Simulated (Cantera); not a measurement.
An adiabatic, constant-volume homogeneous reactor starts with CH₄ : H₂ : O₂ : N₂ : H₂O = 1 : 1.3 : 4.91 : 18.5 : 1.4 (molar parts), equivalence ratio 0.54, at 1175 K and 470000 Pa.

Cantera simulation using GRI-Mech 3.0 (53 species, 325 reactions); the numbers are that mechanism's predictions, not measurements.

### Question
Predict: time of steepest temperature rise; temperature at 0.600 s; equilibrium temperature; x(H₂) at 0.600 s; x(O₂) at 0.600 s; x(H₂O) at 0.600 s.

### Answer
| Item | Value |
|---|---|
| time of steepest temperature rise | 0.422 ms |
| temperature at 0.600 s | 2450 K |
| equilibrium temperature | 2450 K |
| x(H₂) at 0.600 s | 0.000932 (gas-phase equilibrium 0.000932) |
| x(O₂) at 0.600 s | 0.0779 (gas-phase equilibrium 0.0779) |
| x(H₂O) at 0.600 s | 0.172 (gas-phase equilibrium 0.172) |
